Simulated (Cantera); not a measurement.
Input (Python, Cantera) and output of one run.

```python
import numpy as np
import cantera as ct

gas_names = [...]  # 113 gases of nasa_gas.yaml made of C, H, O, Ta
cond_names = """
    C(gr) C6H6(L) C7H8(L) C8H18(L),n-octa H2O(s) H2O(L) Ta(cr) Ta(L) TaC(s) TaC(L) Ta2O5(s) Ta2O5(L)
""".split()


# ... load() reads the species with a 1 bar reference pressure and builds the phases ...
atoms = {
    'Ta(OEt)5': {'Ta': 1, 'C': 10, 'H': 25, 'O': 5},
    'CO2': {'C': 1, 'O': 2},
}
top_T = {'C(gr)': 4500}  # K; cautious upper limits of use, not melting points


# ... equilibrate(T, P, feed) seeds the gas with the atoms and calls Mixture.equilibrate('TP', solver="vcs", rtol=1e-11, max_steps=5000) ...
results = []
feed = {'Ta(OEt)5': 1, 'CO2': 2.3}  # mol
P = 1333.22  # Pa
for T in [1550, 1625, 1700, 1775, 1850, 1925, 2000, 2075, 2150, 2225, 2300, 2375]:
    mix = equilibrate(T, P, feed)
    results.append((T, P, feed, dict(zip(mix.species_names, mix.species_moles))))

top = {s: max(r[3][s] / sum(r[3][g] for g in gas_names) for r in results) for s in gas_names}
cols = sorted((s for s in top if top[s] > 0.001), key=lambda s: -top[s])[:9]
seen = [c for c in cond_names if any(r[3].get(c, 0) > 1e-12 for r in results)]
print("log10 of partial pressures in bar; condensed amounts in mol")
print(f"{'T/K':>10s}" + "".join(f"{s[:9]:>10s}" for s in cols + seen))
for T, P, feed, n in results:
    ng = sum(n[g] for g in gas_names)
    print(f"{T:10.4g}" + "".join(f"{np.log10(max(n[s] / ng * P / 1e5, 1e-99)):10.3f}" for s in cols)
          + "".join(f"{n.get(c, 0):10.4g}" for c in seen))
```

Output:

```
log10 of partial pressures in bar; condensed amounts in mol
       T/K        H2        CO         H C2H2,acet     C(gr)    TaC(s)
      1550    -2.123    -2.237    -5.563    -6.917       1.7         1
      1625    -2.123    -2.237    -5.213    -6.572     1.699         1
      1700    -2.123    -2.237    -4.893    -6.257     1.698         1
      1775    -2.124    -2.238    -4.600    -5.970     1.696         1
      1850    -2.125    -2.238    -4.331    -5.707     1.693         1
      1925    -2.127    -2.239    -4.083    -5.466     1.689         1
      2000    -2.129    -2.240    -3.853    -5.244     1.681         1
      2075    -2.134    -2.241    -3.641    -5.040     1.669         1
      2150    -2.140    -2.243    -3.445    -4.853     1.653         1
      2225    -2.149    -2.246    -3.263    -4.682     1.629         1
      2300    -2.162    -2.250    -3.095    -4.527     1.597         1
      2375    -2.180    -2.256    -2.941    -4.387     1.555         1
```

Method: chemical equilibrium by Gibbs-energy minimisation in Cantera with the NASA 1993 tables (ideal gas, pure condensed phases). The feed counts by its element totals alone. TaC: taken at fixed stoichiometry. Condensed phases not in the tables: Ta2C.
